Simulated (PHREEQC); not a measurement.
0.023 g of hydrous ferric oxide (600 m²/g; 0.2 weak and 0.005 strong sites per Fe, Dzombak-Morel constants, diffuse double layer) in 1 kg of water with 0.001 mol/kgw of an inert sodium salt and 7.4e-08 mol/kgw Na2HAsO4, at 25 °C; the pH is set by adding NaOH or the inert anion's acid. Oxygen alone is held at its pressure in air (log pO2 = -0.68). The system is closed to CO2. No solid was allowed to form.

Base run: PHREEQC, ion-association model, wateq4f.dat. Each further column changes one thing. The table gives surface charge σ (C/m²).

```csv
pH,base,background salt from 0.001 to 0.0001 mol/kgw,oxide from 0.023 to 0.11 g/kgw,6.6e-05 mol/kgw PbCl2 added
4,0.117,0.065,0.118,0.125
4.38,0.086,0.041,0.087,0.093
5.12,0.045,0.017,0.045,?
5.5,0.031,0.011,0.031,?
6.25,0.014,0.005,0.014,0.031
6.62,0.009,0.003,0.009,?
7.38,0.003,?,0.003,0.027
7.75,0.002,0.000,0.002,0.025
8.5,-0.002,-0.001,-0.002,0.018
8.88,-0.004,-0.001,-0.004,0.014
9.62,-0.010,-0.004,-0.010,0.008
10,-0.015,-0.007,-0.016,0.005
```

**Question.** Complete the blanks.

**Answer.** 
- 5.12, 6.6e-05 mol/kgw PbCl2 added: 0.051
- 5.5, 6.6e-05 mol/kgw PbCl2 added: 0.039
- 6.62, 6.6e-05 mol/kgw PbCl2 added: 0.030
- 7.38, background salt from 0.001 to 0.0001 mol/kgw: 0.001

 The database has no arsenate complexes of Pb.
